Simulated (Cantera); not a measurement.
Feed: 1 mol CH3F, 0.26 mol H2, at 1330 Pa.

Method: chemical equilibrium by Gibbs-energy minimisation in Cantera with the NASA 1993 tables (ideal gas, pure condensed phases). Candidate condensed phases: C, C6H6, C7H8, C8H18; 95 gas species. Kinetics and transport are ignored.

What share of the C ends up in condensed phases as a function of T (K), at 1823, 1923, 2023, 2123, 2223, 2323, 2423, 2523, 2623, 2723, 2823, 2923?


```csv
T (K),C condensed (%),as
1823,99.9,C(graphite)
1923,99.9,C(graphite)
2023,99.8,C(graphite)
2123,99.6,C(graphite)
2223,99.3,C(graphite)
2323,98.8,C(graphite)
2423,98.2,C(graphite)
2523,97.3,C(graphite)
2623,96.1,C(graphite)
2723,94.3,C(graphite)
2823,90.7,C(graphite)
2923,81.7,C(graphite)
```
